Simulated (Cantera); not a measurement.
An adiabatic, constant-volume homogeneous reactor starts with CH₄ : H₂ : O₂ : N₂ : C₂H₆ = 1 : 0.53 : 1.19 : 4.48 : 0.081 (molar parts), equivalence ratio 2.1, at 1773 K and 0.760 atm.

Computed with Cantera and GRI-Mech 3.0 (53 species, 325 reactions).

Problem. Predict: time of steepest temperature rise; temperature at 10.0 s; equilibrium temperature; x(H₂) at 10.0 s; x(O₂) at 10.0 s; x(H₂O) at 10.0 s; x(CO) at 10.0 s.

Solution. 
```
Quantity                                                              Result
---------------------------------  -----------------------------------------
time of steepest temperature rise                                    43.3 µs
temperature at 10.0 s                                                 2850 K
equilibrium temperature                                               2850 K
x(H₂) at 10.0 s                          0.181 (gas-phase equilibrium 0.181)
x(O₂) at 10.0 s                    0.000214 (gas-phase equilibrium 0.000214)
x(H₂O) at 10.0 s                         0.121 (gas-phase equilibrium 0.121)
x(CO) at 10.0 s                          0.123 (gas-phase equilibrium 0.123)
```
